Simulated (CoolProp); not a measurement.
Neopentane along the isotherm 396.5 K: fugacity coefficient from the reference equation and from simpler models built on Tc = 433.7 K, pc = 3.196 MPa, ω = 0.196; each cubic takes its own stable root.

Computed with CoolProp (reference Helmholtz-energy equation of state, Lemmon 2006). It is a short technical equation, of lower accuracy than the large ones.

| p (MPa) | phase | reference |
|---|---|---|
| 0.145 | gas | 0.9797 |
| 0.291 | gas | 0.9594 |
| 0.436 | gas | 0.9393 |
| 0.581 | gas | 0.9191 |
| 0.726 | gas | 0.8990 |
| 0.872 | gas | 0.8788 |
| 1.02 | gas | 0.8582 |
| 1.16 | gas | 0.8386 |
| 1.31 | gas | 0.8175 |
| 1.45 | gas | 0.7977 |
| 1.6 | gas | 0.7761 |

How far does each simpler model (Redlich-Kwong, Soave-Redlich-Kwong, Peng-Robinson) lie from the reference over these 11 states: mean and median of the absolute difference, and the worst?


- Redlich-Kwong: mean 0.4 %, median 0.3 %, worst +1.0 % at 396.5 K and 1.6 MPa
- Soave-Redlich-Kwong: mean 0.1 %, median 0.0 %, worst +0.2 % at 396.5 K and 1.6 MPa
- Peng-Robinson: mean 1.1 %, median 1.2 %, worst -1.9 % at 396.5 K and 1.6 MPa
